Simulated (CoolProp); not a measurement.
R123 at several states: density (kg/m³) from the reference equation and from simpler models built on Tc = 183.7 °C, pc = 3.662 MPa, ω = 0.282; each cubic takes its own stable root.

The numbers come from the reference Helmholtz-energy equation of state, Younglove 1994 in CoolProp. It is a modified Benedict-Webb-Rubin equation, recast in Helmholtz form.

```json
[
 {"T (°C)": "-93.25", "p (MPa)": "0.188", "phase": "liquid", "reference": "1739", "van der Waals": "1021", "Peng-Robinson": "1730"},
 {"T (°C)": "-36.95", "p (MPa)": "0.0302", "phase": "liquid", "reference": "1613", "van der Waals": "2.378", "Peng-Robinson": "1639"},
 {"T (°C)": "-72.75", "p (MPa)": "0.0311", "phase": "liquid", "reference": "1694", "van der Waals": "2.902", "Peng-Robinson": "1699"},
 {"T (°C)": "113.45", "p (MPa)": "7.02", "phase": "liquid", "reference": "1249", "van der Waals": "802.7", "Peng-Robinson": "1274"}
]
```

At some of these states van der Waals gives the other phase, because its saturation line lies elsewhere.
